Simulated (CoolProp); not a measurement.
A single-stage vapour-compression cycle with tetrahydrofuran: evaporating at 297.15 K (dew point), condensing at 336.15 K (bubble point), superheat 8 K, subcooling 5 K, compressor efficiency 0.8, no pressure losses. Each further row changes one setting.

Values from CoolProp's reference Helmholtz-energy equation of state, Fiedler 2023.

```json
[
 {"case": "as stated", "cooling COP": "5.64", "pressure ratio": "4.45", "discharge temperature (K)": "364.2", "refrigerating effect (kJ/kg)": "394", "volumetric capacity (kJ/m³)": "234"},
 {"case": "evaporating temperature 302.15 K", "cooling COP": "6.67", "pressure ratio": "3.58", "discharge temperature (K)": "360.8", "refrigerating effect (kJ/kg)": "400", "volumetric capacity (kJ/m³)": "290"},
 {"case": "condensing temperature 331.15 K", "cooling COP": "6.56", "pressure ratio": "3.76", "discharge temperature (K)": "357.7", "refrigerating effect (kJ/kg)": "404", "volumetric capacity (kJ/m³)": "239"},
 {"case": "subcooling 10 K", "cooling COP": "5.77", "pressure ratio": "4.45", "discharge temperature (K)": "364.2", "refrigerating effect (kJ/kg)": "404", "volumetric capacity (kJ/m³)": "239"},
 {"case": "superheat 18 K", "cooling COP": "5.63", "pressure ratio": "4.45", "discharge temperature (K)": "374.0", "refrigerating effect (kJ/kg)": "405", "volumetric capacity (kJ/m³)": "233"},
 {"case": "compressor efficiency 0.7", "cooling COP": "4.94", "pressure ratio": "4.45", "discharge temperature (K)": "371.6", "refrigerating effect (kJ/kg)": "394", "volumetric capacity (kJ/m³)": "234"}
]
```
